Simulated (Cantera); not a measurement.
A Cantera script and what it prints.

```python
import numpy as np
import cantera as ct

gas_names = """
    B BF BF2 BF3 BO BOF BOF2 BO2 B2 B2O B2O2 B2O3 B3O3F3 F FO FO2 F2 F2O O O2 O3
""".split()
cond_names = """
    B(b) B(L) B2O3(L)
""".split()


# ... load() reads the species with a 1 bar reference pressure and builds the phases ...
atoms = {
    'BF3': {'B': 1, 'F': 3},
    'O2': {'O': 2},
}
top_T = {}  # K; cautious upper limits of use, not melting points


# ... equilibrate(T, P, feed) seeds the gas with the atoms and calls Mixture.equilibrate('TP', solver="vcs", rtol=1e-11, max_steps=5000) ...
results = []
feed = {'BF3': 1, 'O2': 0.18}  # mol
T = 1225  # K
P = 5200  # Pa
mix = equilibrate(T, P, feed)
results.append((T, P, feed, dict(zip(mix.species_names, mix.species_moles))))
x = sorted(zip(gas.X, gas.species_names), reverse=True)
print(f"T = {T:g} K  P = {P:g} Pa  gas = {mix.phase_moles(0):.4g} mol")
print("   x: " + "  ".join(f"{s} {v:.3e}" for v, s in x if v > 0.0001))
print("   condensed (mol): " + ("  ".join(f"{mix.phase(i).name} {mix.phase_moles(i):.4g}"
      for i in range(1, mix.n_phases) if mix.phase_moles(i) > 1e-12) or "none"))
```

Output:

```
T = 1225 K  P = 5200 Pa  gas = 1.18 mol
   x: BF3 8.475e-01  O2 1.525e-01
   condensed (mol): none
```

These are equilibrium values from Cantera (NASA tables, ideal gas, pure condensed phases), not measurements of a reactor.
